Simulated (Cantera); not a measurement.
A closed system holds: 1 mol PbO, 3.1 mol CO, 3.2 mol H₂, equilibrated at 6000 Pa.

These are equilibrium values from Cantera (NASA tables, ideal gas, pure condensed phases), not measurements of a reactor. Candidate condensed phases: C, C₆H₆, C₇H₈, C₈H₁₈, H₂O, Pb, PbO, PbO₂, Pb₃O₄; 113 gas species. Kinetics and transport are ignored. All values below are at 1023 K.

Base state: H₂ 0.436, CO 0.405, CO₂ 0.0870, H₂O 0.0717, Pb 0.000444, CH₄ 3.46e-5 (mole fractions); condensed: Pb(l).

Problem. What changes in the equilibrium state with this change: H₂ from 3.2 to 1.2 mol?

Solution. 
```tsv
species	before	after
CO	0.405	0.544
H₂	0.436	0.223
CO₂	0.0870	0.177
H₂O	0.0717	0.0556
Pb	0.000444	0.000444
CH₄	3.46e-5	8.06e-6
Pb(l), mol	0.997	0.998
```
